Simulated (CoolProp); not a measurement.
Vapour-liquid equilibrium of p-xylene (1) + n-nonane (2) at 542 K; x and y are mole fractions of (1).

Model: multi-fluid Helmholtz-energy mixture model, Zhou 2012 and Lemmon 2006; pair parameters Bell 2016, in CoolProp.

Give the bubble pressure and the first vapour's composition at x = 0.35, 0.575, 0.95. Is there an azeotrope?

x = 0.35: 1162 kPa, y = 0.380; x = 0.575: 1215 kPa, y = 0.606; x = 0.95: 1306 kPa, y = 0.956. No azeotrope shows between x = 0.05 and 0.95.

The pair parameters rest on a limited set of measurements; away from them the model extrapolates.
